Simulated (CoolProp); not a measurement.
Saturated liquid density (kg/m³) of ethylene: the reference equation beside estimates from Tc = 282.4 K, pc = 5042 kPa, ω = 0.087. Rackett uses Z = 0.29056 − 0.08775 ω.

Computed with CoolProp (reference Helmholtz-energy equation of state, Smukala 2000).

```tsv
T (K)	reference	Rackett	van der Waals	Redlich-Kwong	Peng-Robinson
169.7	567.2	562.2	371.1	546.2	617.7
177.2	556.3	551.7	364.2	534.3	605.5
184.8	545.0	540.6	357.0	521.6	592.4
192.3	533.5	529.4	349.5	508.4	578.6
199.9	521.4	517.5	341.5	494.3	563.7
207.4	508.9	505.3	333.2	479.5	547.8
215	495.7	492.3	324.3	463.5	530.6
222.5	482.0	478.8	314.9	446.7	512.1
230.1	467.2	464.3	304.8	428.5	491.8
237.6	451.4	448.9	294.0	409.0	469.8
245.2	434.0	431.9	282.0	387.5	445.1
252.7	414.9	413.2	268.9	364.0	417.7
260.3	392.5	391.6	253.8	337.0	385.8
```

Absolute difference from the reference over all 13 rows, mean and median: Rackett 0.6 and 0.7 %, van der Waals 34.7 and 34.6 %, Redlich-Kwong 7.4 and 6.5 %, Peng-Robinson 6.0 and 7.0 %.
